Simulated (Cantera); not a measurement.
Aluminium and copper etching: Cu + F2

Charge: 1 mol Cu, 2.5 mol F2, held at 1.60 mbar.

Cantera equilibrium calculation (NASA polynomials, part measured and part estimated; ideal gas, pure solids and liquids). Candidate condensed phases: Cu, CuF2; 6 gas species. The numbers say what is thermodynamically allowed, not how fast it happens.

From 475 °C to 775 °C the condensed part is CuF2(s). At 850 °C the condensed part is CuF2(l). From 925 °C to 1075 °C nothing is condensed. The main Cu-bearing gas is CuF2 throughout.

```csv
T (°C),x F2,x F,x CuF2,x CuF,n CuF2(s),n CuF2(l)
475,0.915,0.0847,2.23e-7,<1e-12,1.00,0
550,0.747,0.253,1.00e-5,<1e-12,1.000,0
625,0.459,0.540,0.000232,<1e-12,1.000,0
700,0.188,0.809,0.00322,6.10e-12,0.992,0
775,0.0560,0.914,0.0301,9.88e-10,0.912,0
850,0.0120,0.799,0.189,9.40e-8,0,0.309
925,0.00346,0.746,0.251,1.27e-6,0,0
1000,0.00130,0.748,0.250,9.29e-6,0,0
1075,0.000546,0.749,0.250,5.45e-5,0,0
```
x: gas mole fraction; n: condensed amount in mol.
